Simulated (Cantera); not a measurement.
A perfectly stirred reactor is fed with CH4 : C2H6 : C3H8 : O2 : N2 = 1 : 0.094 : 0.77 : 8.13 : 30.6 (molar parts), equivalence ratio 0.76, at 6080 Torr; it is adiabatic with a 823 K inlet, and is followed from long to short residence time, starting on the burning branch (τ in s: 0.12, 0.054, 0.025, 0.011, 0.0053, 0.0024, 0.0011, 0.00051, 0.00024, 0.00011, 5e-05, 2.3e-05, 1.1e-05).

Cantera simulation using GRI-Mech 3.0 (53 species, 325 reactions); the numbers are that mechanism's predictions, not measurements. GRI-Mech 3.0 was tuned for natural gas; its chemistry of propane as a main component is partial and can be far from experiment.

Task: Predict: blow-out, bracketed by the residence times tried; x(CH4) at τ = 0.120 s; x(C2H6) at τ = 0.120 s; x(C3H8) at τ = 0.120 s; x(CO) at τ = 0.120 s; x(NO) at τ = 0.120 s; x(CH4) at τ = 1.10 ms; x(C2H6) at τ = 1.10 ms; x(C3H8) at τ = 1.10 ms; x(CO) at τ = 1.10 ms; x(NO) at τ = 1.10 ms.

Result: 
```
Property                                                                          Result
------------------------------------------------  --------------------------------------
blow-out, bracketed by the residence times tried  burning at 11.0 µs, the shortest tried
x(CH4) at τ = 0.120 s                                                            1.03e-7
x(C2H6) at τ = 0.120 s                                                           1.25e-9
x(C3H8) at τ = 0.120 s                                                           1.21e-8
x(CO) at τ = 0.120 s                                                             0.00212
x(NO) at τ = 0.120 s                                                             0.00635
x(CH4) at τ = 1.10 ms                                                            8.22e-6
x(C2H6) at τ = 1.10 ms                                                           1.20e-7
x(C3H8) at τ = 1.10 ms                                                           1.11e-6
x(CO) at τ = 1.10 ms                                                             0.00384
x(NO) at τ = 1.10 ms                                                            0.000589
```
